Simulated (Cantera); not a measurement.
Charge: 1 mol SiO2, 14 mol HBr, 5.9 mol N2, at 1575 K and 0.120 bar.

These are equilibrium values from Cantera (NASA tables, ideal gas, pure condensed phases), not measurements of a reactor. Candidate condensed phases: Br2, H2O, Si, SiO2, Si2N2O, Si3N4; 45 gas species. The tables' values for SiBr3 are old estimates; treat these amounts as uncertain. The tables hold silica as quartz up to 1696 K and as liquid above; real silica turns to tridymite and cristobalite and melts near 1996 K. Kinetics and transport are ignored.

Base state: HBr 0.646, N2 0.290, Br 0.0407, H2 0.0213, Br2 0.00104, H2O 0.000247, SiBr4 8.83e-5, SiBr2 1.93e-5 (mole fractions); condensed: SiO2(β-quartz).

**Question.** What changes in the equilibrium state with this change: temperature from 1575 K to 1298 K?

**Answer.** 
```json
[
 {"species": "HBr", "before": "0.646", "after": "0.691"},
 {"species": "N2", "before": "0.290", "after": "0.295"},
 {"species": "Br", "before": "0.0407", "after": "0.00757"},
 {"species": "H2", "before": "0.0213", "after": "0.00470"},
 {"species": "SiBr4", "before": "8.83e-5", "after": "5.39e-5"},
 {"species": "SiBr2", "before": "1.93e-5", "after": "2.65e-8"},
 {"species": "H", "before": "1.75e-5", "after": "2.12e-7"},
 {"species": "SiBr3", "before": "1.07e-5", "after": "1.84e-7"},
 {"species": "H2O", "before": "0.000247", "after": "0.000108"},
 {"species": "SiO2(β-quartz), mol", "before": "0.997", "after": "0.999"}
]
```
